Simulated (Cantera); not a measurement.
An adiabatic, constant-volume homogeneous reactor starts with CO : H₂ : O₂ : N₂ = 1 : 0.04 : 0.605 : 2.27 (molar parts), equivalence ratio 0.86, at 1050 K and 1.00 atm. Integrator tolerance rtol = 1e-08.

Computed with Cantera and GRI-Mech 3.0 (53 species, 325 reactions).

Q: What does this change do: O2 0.605 to 0.34 parts?

A: 
```json
[
 {"quantity": "time of steepest temperature rise", "before": "0.533 ms", "after": "0.614 ms"},
 {"quantity": "temperature at 0.200 s", "before": "2765 K", "after": "2645 K"},
 {"quantity": "equilibrium temperature", "before": "2765 K", "after": "2645 K"},
 {"quantity": "x(CO) at 0.200 s", "before": "0.0769 (gas-phase equilibrium 0.0769)", "after": "0.123 (gas-phase equilibrium 0.123)"},
 {"quantity": "x(H₂) at 0.200 s", "before": "0.000433 (gas-phase equilibrium 0.000433)", "after": "0.000999 (gas-phase equilibrium 0.000999)"},
 {"quantity": "x(O₂) at 0.200 s", "before": "0.0505 (gas-phase equilibrium 0.0505)", "after": "0.00511 (gas-phase equilibrium 0.00511)"},
 {"quantity": "x(HO₂) at 0.200 s", "before": "3.21e-6 (gas-phase equilibrium 3.21e-6)", "after": "4.77e-7 (gas-phase equilibrium 4.77e-7)"},
 {"quantity": "x(NO₂) at 0.200 s", "before": "8.14e-6 (gas-phase equilibrium 8.14e-6)", "after": "7.79e-7 (gas-phase equilibrium 7.79e-7)"},
 {"quantity": "x(OH) at 0.200 s", "before": "0.00484 (gas-phase equilibrium 0.00484)", "after": "0.00218 (gas-phase equilibrium 0.00218)"}
]
```
